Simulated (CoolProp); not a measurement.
Methanol at several states: density (kg/m³) from the reference equation and from simpler models built on Tc = 513.4 K, pc = 8216 kPa, ω = 0.565; each cubic takes its own stable root.

Computed with CoolProp (reference Helmholtz-energy equation of state, de Reuck 1993).

| T (K) | p (kPa) | phase | reference |
|---|---|---|---|
| 199.4 | 25.7 | liquid | 880.9 |
| 601.3 | 15.5 | gas | 0.09937 |
| 482.2 | 6470 | liquid | 539.8 |
| 294 | 26.2 | liquid | 790.1 |
| 505 | 97.6 | gas | 0.7478 |
| 368.9 | 22.3 | gas | 0.2339 |

Problem. How far does each simpler model (van der Waals, Soave-Redlich-Kwong) lie from the reference over these 6 states: mean and median of the absolute difference, and the worst?

Solution. 
- van der Waals: mean 42.3 %, median 26.9 %, worst -100.0 % at 294 K and 26.2 kPa
- Soave-Redlich-Kwong: mean 13.3 %, median 11.5 %, worst -31.3 % at 482.2 K and 6470 kPa

At some of these states van der Waals gives the other phase, because its saturation line lies elsewhere.
